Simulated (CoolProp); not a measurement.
The fluid at 285.27 K and 0.303 MPa flows at 22 m/s in a round tube of 1 mm bore and 1.5 µm roughness, fully developed (64/Re and Nu = 3.66 if laminar; Colebrook and Gnielinski if turbulent). The same conditions are run with several fluids, on thermodynamics alone (safety and materials aside).

The numbers come from the reference Helmholtz-energy equation of state of each fluid (nitrogen: Span 2000; R507A: Lemmon 2003; carbon dioxide: Span 1996; oxygen: Schmidt 1985; propane: Lemmon 2009) in CoolProp. Blends and air are pseudo-pure fits.

```
fluid           Reynolds number  Darcy friction factor  pressure drop (Pa/m)  heat-transfer coefficient (W/(m² K))  mass flow (kg/h)
--------------  ---------------  ---------------------  --------------------  ------------------------------------  ----------------
nitrogen             (withheld)                 0.0400                 34600                            (withheld)             0.223
R507A                     25300                 0.0278                 90300                                   972        (withheld)
carbon dioxide             8800                 0.0341                 47200                                   466             0.356
oxygen                     4540                 0.0400                 39700                                   393             0.255
propane                   16900             (withheld)                 43100                                   886        (withheld)
```

Fill in the missing entries.


- nitrogen, Reynolds number: 4570
- nitrogen, heat-transfer coefficient (W/(m² K)): 390
- R507A, mass flow (kg/h): 0.836
- propane, Darcy friction factor: 0.0298
- propane, mass flow (kg/h): 0.372

Transport values come from each fluid's own correlations.
